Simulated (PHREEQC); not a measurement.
A column of 0.1 m (30 cells, dispersivity 0.005 m, 720 s a shift, diffusion coefficient 3e-10 m²/s) holds 0.0048 eq of the database's cation exchanger X per kg of pore water, first in equilibrium with 0.035 mol/kgw NaCl, 0.036 mol/kgw SrCl2 and 1e-05 mol/kgw HCl. It is flushed with 1.4 mmol/kgw KBr, 7.8 mmol/kgw KCl and 0.01 mmol/kgw HCl, at 40 °C. Values are for the last cell. The system is closed to CO2. Nothing may precipitate in this run.

The series has 31 steps of pore volumes, from 0 to 4.017.

All values are PHREEQC results (ion-association model, phreeqc.dat), not measurements.

After how many pore volumes does K at the outlet first reach half of its feed value?

By 1.1 pore volumes.

After how many pore volumes does Br at the outlet first reach half of its feed value?

By 1.1 pore volumes.

At this temperature some constants are extrapolated from 25 °C, and those without enthalpy data are left unchanged.
